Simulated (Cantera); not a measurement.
A freely propagating, adiabatic, planar premixed flame of CH4 : CO : O2 : N2 : H2O = 1 : 0.088 : 1.46 : 5.4 : 1.2 (molar parts), equivalence ratio 1.4, unburnt at 348 K and 750 Torr; mixture-averaged transport, grid criteria slope 0.08 and curve 0.16, no radiation.

Computed with Cantera and GRI-Mech 3.0 (53 species, 325 reactions). Burning velocities carry a grid error of a few per cent, more on coarse grids.

Problem. Predict: laminar burning velocity; thermal thickness; peak x(H); peak x(C2H4).

Solution. 
```json
{
  "laminar_burning_velocity": "9.08 cm/s",
  "thermal_thickness": "1.80 mm",
  "peak x(H)": "0.000625",
  "peak x(C2H4)": "0.00176"
}
```
